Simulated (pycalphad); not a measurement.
Computed with pycalphad from the COST 507 light-alloy database (1999), at 1 atm. These are 1990s assessments: newer ones move some temperatures and phases. Diffusion is slow at the low end, where real alloys seldom reach equilibrium.

Q: How does the equilibrium phase assembly of Si-0.99Fe (at.%) change on cooling from 2250 K to 500 K?

A: 
| T (K) | phases above | phases below |
|---|---|---|
| 1682.5 | liquid | diamond (Si) + liquid |
| 1478.4 | diamond (Si) + liquid | diamond (Si) + FESI2_H |
| 1232.9 | diamond (Si) + FESI2_H | diamond (Si) + FESI2_L |
Changes were sought between steps of 50 K, so a narrower field can be missed.

Database names, with the compositions (at.%) that they take in these runs: FESI2_H: Si 70 Fe 30; FESI2_L: Si 67 Fe 33.
